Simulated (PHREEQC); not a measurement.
1 kg of water holding 0.16 mol NaOH, 0.19 mol Na2CO3, 0.05 mol NaCl and 0.11 mol Na2SO4 is evaporated at 20 °C; the solids stay in contact with the brine. CO2 from the air is kept out. Only these solids could form: Burkeite, Halite, Mirabilite, Nahcolite, Natron, Thenardite, Trona.

The series has 18 steps of water left (kg), from 1 to 0.03564.

Equilibrium calculation in PHREEQC: Pitzer model, pitzer.dat.

Problem. Which solids form, in which order, and at which step of the series does each first stand?

Solution. Burkeite from water left = 0.09502 kg (pH 14.58); Halite from water left = 0.03564 kg (pH 15.59).
